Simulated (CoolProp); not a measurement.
Vapour-liquid equilibrium of toluene (1) + n-octane (2) at 244.15 °C; x and y are mole fractions of (1).

The numbers come from the multi-fluid Helmholtz-energy mixture model, Lemmon 2006 and Beckmüller 2019; pair parameters Bell 2016 in CoolProp.

Problem. Give the bubble pressure and the first vapour's composition at x = 0.2, 0.35, 0.8. Is there an azeotrope?

Solution. x = 0.2: 12.81 bar, y = 0.240; x = 0.35: 13.52 bar, y = 0.398; x = 0.8: 15.02 bar, y = 0.816. No azeotrope shows between x = 0.05 and 0.95.

The pair parameters rest on a limited set of measurements; away from them the model extrapolates.
